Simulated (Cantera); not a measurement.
Feed: 1 mol CCl4, 0.14 mol H2, held at 64.5 Torr.

Method: chemical equilibrium by Gibbs-energy minimisation in Cantera with the NASA 1993 tables (ideal gas, pure condensed phases). Candidate condensed phases: C, C6H6, C7H8, C8H18; 91 gas species. Kinetics and transport are ignored.

### Question
What share of the C ends up in condensed phases as a function of T (°C), at 2025, 2175, 2325, 2475, 2625, 2775, 2925, 3075?

### Answer
| T (°C) | C condensed (%) | as |
|---|---|---|
| 2025 | 99.9 | C(graphite) |
| 2175 | 99.9 | C(graphite) |
| 2325 | 99.9 | C(graphite) |
| 2475 | 99.7 | C(graphite) |
| 2625 | 98.2 | C(graphite) |
| 2775 | 91.1 | C(graphite) |
| 2925 | 60.0 | C(graphite) |
| 3075 | 0.0 | - |
